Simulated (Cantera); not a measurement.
What does this Cantera script print?

```python
import numpy as np
import cantera as ct

gas = ct.Solution("gri30.yaml")
gas.TPX = 475, 101325, {'CH4': 1, 'H2': 0.21, 'O2': 1.75, 'N2': 6.6}
flame = ct.FreeFlame(gas, width=0.04)
flame.set_refine_criteria(ratio=3, slope=0.08, curve=0.16)
flame.transport_model = "unity-Lewis-number"
flame.solve(loglevel=0, auto=True)
z, T = flame.grid, flame.T
thick = (T[-1] - T[0]) / np.gradient(T, z).max()
show = ['CH4', 'H2', 'O2', 'H', 'NO', 'H2O']
print(f"laminar burning velocity  {flame.velocity[0] * 100:.3f} cm/s")
print(f"burnt temperature         {T[-1]:.1f} K")
print(f"thermal thickness         {thick * 1e3:.4f} mm")
print(f"grid points               {len(z)}")
z0 = z[flame.heat_release_rate.argmax()]
print(f"{'z/mm':>9s}{'T/K':>9s}{'u/(m/s)':>9s}" + "".join(f"{s:>11s}" for s in show))
rows = []
for k in (-3, -2, -1.5, -1, -0.5, -0.25, 0, 0.25, 0.5, 1, 2, 4, 8):
    zz = z0 + k * thick
    rows.append([k * thick, np.interp(zz, z, T), np.interp(zz, z, flame.velocity),
                 *(np.interp(zz, z, flame.X[gas.species_index(s)]) for s in show)])
    print(f"{rows[-1][0] * 1e3:9.3f}{rows[-1][1]:9.1f}{rows[-1][2]:9.3f}" + "".join(f"{x:11.3e}" for x in rows[-1][3:]))
```

Output:

```
laminar burning velocity  56.022 cm/s
burnt temperature         2256.3 K
thermal thickness         0.4540 mm
grid points               147
     z/mm      T/K  u/(m/s)        CH4         H2         O2          H         NO        H2O
   -1.362    475.3    0.561  1.046e-01  2.197e-02  1.830e-01  1.623e-13  5.494e-09  3.436e-05
   -0.908    479.4    0.565  1.043e-01  2.203e-02  1.826e-01  1.554e-11  7.164e-08  4.454e-04
   -0.681    498.7    0.588  1.031e-01  2.229e-02  1.808e-01  5.757e-10  3.986e-07  2.414e-03
   -0.454    611.4    0.724  9.565e-02  2.389e-02  1.700e-01  6.014e-08  2.582e-06  1.413e-02
   -0.227   1079.2    1.294  6.229e-02  3.115e-02  1.214e-01  2.116e-05  1.460e-05  6.675e-02
   -0.113   1491.7    1.813  3.082e-02  3.794e-02  7.498e-02  4.410e-04  2.687e-05  1.166e-01
    0.000   1876.0    2.314  4.603e-03  3.984e-02  2.817e-02  5.522e-03  4.344e-05  1.635e-01
    0.113   2005.1    2.478  1.271e-04  3.324e-02  9.655e-03  1.209e-02  6.192e-05  1.774e-01
    0.227   2040.6    2.517  2.235e-06  3.218e-02  6.088e-03  1.284e-02  7.174e-05  1.787e-01
    0.454   2084.9    2.562  2.483e-09  3.220e-02  4.359e-03  1.105e-02  7.927e-05  1.805e-01
    0.908   2136.9    2.615  1.266e-13  3.108e-02  2.913e-03  8.117e-03  8.594e-05  1.846e-01
    1.816   2187.0    2.666  1.216e-14  2.968e-02  1.607e-03  5.323e-03  9.370e-05  1.890e-01
    3.632   2224.2    2.703  1.567e-14  2.871e-02  7.306e-04  3.282e-03  1.020e-04  1.924e-01
```

Computed with Cantera and GRI-Mech 3.0 (53 species, 325 reactions). Unity Lewis numbers drop preferential diffusion, which matters most where H2 and H carry the flame. Burning velocities carry a grid error of a few per cent, more on coarse grids.
